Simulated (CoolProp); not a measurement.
Vapour-liquid equilibrium of dimethyl ether (1) + chloromethane (R40) (2) at 0.185 MPa; x and y are mole fractions of (1).

Computed with CoolProp (multi-fluid Helmholtz-energy mixture model, Wu 2011 and Thol 2014; pair parameters Bell 2016).

```csv
x,bubble temperature (°C),y at the bubble point,dew temperature at overall composition x (°C),liquid density (mol/L)
0.05,-9.0,0.042,-8.9,19.13
0.2,-8.4,0.183,-8.3,18.47
0.35,-8.1,0.340,-8.0,17.85
0.5,-8.0,0.506,-8.0,17.26
0.65,-8.3,0.671,-8.2,16.71
0.8,-8.9,0.825,-8.7,16.18
0.95,-9.7,0.960,-9.6,15.67
```

y crosses x between x = 0.35 and 0.5: the model has an azeotrope there.

The pair parameters rest on a limited set of measurements; away from them the model extrapolates.
